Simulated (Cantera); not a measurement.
Input (Python, Cantera) and output of one run.

```python
import numpy as np
import cantera as ct

gas_names = [...]  # 151 gases of nasa_gas.yaml made of C, H, N, O, Si
cond_names = """
    C(gr) C6H6(L) C7H8(L) C8H18(L),n-octa H2O(s) H2O(L) Si(cr) Si(L) SiC(b) SiO2(Lqz) SiO2(hqz) SiO2(L)
    Si2N2O(s) Si3N4(a)
""".split()


# ... load() reads the species with a 1 bar reference pressure and builds the phases ...
atoms = {
    'SiC': {'Si': 1, 'C': 1},
    'H2O': {'H': 2, 'O': 1},
    'N2': {'N': 2},
}
top_T = {'C(gr)': 4500, 'SiC(b)': 3050, 'Si2N2O(s)': 2100, 'Si3N4(a)': 2400}  # K; cautious upper limits of use, not melting points


# ... equilibrate(T, P, feed) seeds the gas with the atoms and calls Mixture.equilibrate('TP', solver="vcs", rtol=1e-11, max_steps=5000) ...
results = []
feed = {'SiC': 1, 'H2O': 0.27, 'N2': 510}  # mol
T = 1325  # K
P = 51  # Pa
mix = equilibrate(T, P, feed)
results.append((T, P, feed, dict(zip(mix.species_names, mix.species_moles))))
print(gas.report(threshold=1e-05))
for i in range(1, mix.n_phases):
    print(f"{mix.phase(i).name:16s} {mix.phase_moles(i):12.5e} mol")
```

Result:

```
       temperature   1325 K
          pressure   51 Pa
           density   0.00012962 kg/m^3
  mean mol. weight   28 kg/kmol
   phase of matter   gas

                          1 kg             1 kmol
                     ---------------   ---------------
          enthalpy        1.1535e+06        3.2298e+07  J
   internal energy        7.6004e+05        2.1281e+07  J
           entropy             10737        3.0065e+05  J/K
    Gibbs function       -1.3073e+07       -3.6606e+08  J
 heat capacity c_p            1219.6             34148  J/K
 heat capacity c_v            922.63             25834  J/K

                      mass frac. Y      mole frac. X     chem. pot. / RT
                     ---------------   ---------------   ---------------
                CO        0.00035127        0.00035115           -51.955
                H2        3.7956e-05        0.00052717           -33.378
                N2            0.9996           0.99912           -33.221
     [ +148 minor]        6.0948e-06        6.2947e-06

C(gr)             0.00000e+00 mol
Si(cr)            0.00000e+00 mol
SiC(b)            8.19734e-01 mol
SiO2(hqz)         0.00000e+00 mol
Si2N2O(s)         8.94773e-02 mol
Si3N4(a)          0.00000e+00 mol
```

These are equilibrium values from Cantera (NASA tables, ideal gas, pure condensed phases), not measurements of a reactor. N2 is the only nitrogen source here; it is nearly inert below about 1500 K, so the nitride shown seldom forms there in practice. Mutual solubility and eutectic melting of coexisting phases are not modelled.
